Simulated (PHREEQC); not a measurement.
Synthetic water in mg/L, 25 °C, pH 6.69, pe 10.4:

```json
[
 {"constituent": "Na", "mg/L": "11.3"},
 {"constituent": "K", "mg/L": "9.62"},
 {"constituent": "Ca", "mg/L": "18.3"},
 {"constituent": "Mg", "mg/L": "25.9"},
 {"constituent": "Cl", "mg/L": "74.4"},
 {"constituent": "S(6) as SO4", "mg/L": "6.92"},
 {"constituent": "Alkalinity as HCO3", "mg/L": "96.4"},
 {"constituent": "Si as SiO2", "mg/L": "0.115"},
 {"constituent": "Br", "mg/L": "0.0555"}
]
```

Valence states are taken as typed.

Computed with PHREEQC (ion-association model, phreeqc.dat).

Question: The ionic strength comes out as 0.00531 mol/kgw. What activity coefficients do Cl-, Na+, SO4-2, K+, HCO3- get?

Answer: Cl- 0.92, Na+ 0.93, SO4-2 0.74, K+ 0.92, HCO3- 0.93.

This is a speciation only: nothing precipitates in the calculation.
